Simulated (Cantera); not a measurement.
Input: 1 mol CH4, 0.025 mol O2, 2.8 mol H2, 0.97 mol H2O, at 0.410 bar.

Method: chemical equilibrium by Gibbs-energy minimisation in Cantera with the NASA 1993 tables (ideal gas, pure condensed phases). Candidate condensed phases: C, C6H6, C7H8, C8H18, H2O; 110 gas species. Kinetics and transport are ignored. All values below are at 1398 K.

Base state: H2 0.849, CO 0.147, H2O 0.00282, CO2 0.000226, CH4 8.92e-5 (mole fractions); condensed: gas only.

Question: What changes in the equilibrium state with this change: CH4 replaced by C2H6?

Answer: 
```json
[
 {"species": "H2", "before": "0.849", "after": "0.868"},
 {"species": "CO", "before": "0.147", "after": "0.131"},
 {"species": "CH4", "before": "8.92e-5", "after": "0.00135"},
 {"species": "H2O", "before": "0.00282", "after": "0.000176"},
 {"species": "CO2", "before": "0.000226", "after": "1.23e-5"},
 {"species": "C(graphite), mol", "before": "0", "after": "0.971"}
]
```
